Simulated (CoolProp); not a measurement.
Vapour pressure (MPa) of normal hydrogen: the reference equation beside estimates from Tc = -240.0 °C, pc = 1.296 MPa, ω = -0.219.

The numbers come from the reference Helmholtz-energy equation of state, Leachman 2009 in CoolProp.

```
T (°C)   reference  van der Waals  Redlich-Kwong  Peng-Robinson
-------  ---------  -------------  -------------  -------------
-247.15     0.3940         0.4536         0.2768         0.4077
-246.35     0.4602         0.5220         0.3438         0.4758
-245.45     0.5436         0.6064         0.4316         0.5609
-244.65     0.6262         0.6882         0.5214         0.6446
-243.85     0.7172         0.7766         0.6231         0.7362
-243.05     0.8174         0.8716         0.7373         0.8360
-242.15     0.9416         0.9866         0.8814         0.9585
-241.35      1.063          1.096          1.024          1.077
-240.55      1.197          1.213          1.181          1.204
```

Absolute difference from the reference over all 9 rows, mean and median: van der Waals 8.2 and 8.3 %, Redlich-Kwong 14.1 and 13.1 %, Peng-Robinson 2.4 and 2.6 %.
